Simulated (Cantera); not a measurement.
An isothermal, constant-pressure homogeneous reactor starts with 6.25 % C2H6, 93.8 % N2, at 1648 K and 0.370 bar.

Cantera simulation using GRI-Mech 3.0 (53 species, 325 reactions); the numbers are that mechanism's predictions, not measurements. GRI-Mech 3.0 stops at C3 and has no aromatics, soot or wall deposition, so with more carbon than oxygen in the feed, carbon stays in small species such as C2H2 where larger ones or solid carbon would form.

Problem. Predict: x(C2H6) at 4.00 s; x(CH3) at 4.00 s; x(H) at 4.00 s; x(HCN) at 4.00 s; x(C2H2) at 4.00 s; x(H2) at 4.00 s.

Solution. 
- x(C2H6) at 4.00 s = 3.40e-8 (gas-phase equilibrium 7.63e-9)
- x(CH3) at 4.00 s = 7.98e-6 (gas-phase equilibrium 3.44e-6)
- x(H) at 4.00 s = 4.86e-5 (gas-phase equilibrium 4.90e-5)
- x(HCN) at 4.00 s = 2.41e-6 (gas-phase equilibrium 0.0705)
- x(C2H2) at 4.00 s = 0.0550 (gas-phase equilibrium 0.0201)
- x(H2) at 4.00 s = 0.110 (gas-phase equilibrium 0.110)
